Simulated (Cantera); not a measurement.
Feed: 1 mol C2H4, 0.59 mol H2, a varied amount of N2, at 752 °C and 13000 Pa.

Method: chemical equilibrium by Gibbs-energy minimisation in Cantera with the NASA 1993 tables (ideal gas, pure condensed phases). Candidate condensed phases: C, C6H6, C7H8, C8H18; 92 gas species. Kinetics and transport are ignored.

### Question
At 20 mol N2, list the 3 most abundant gas species with their mole fractions, and the condensed phases.

### Answer
N2 0.885, H2 0.114, CH4 0.000125. Condensed: C(graphite).
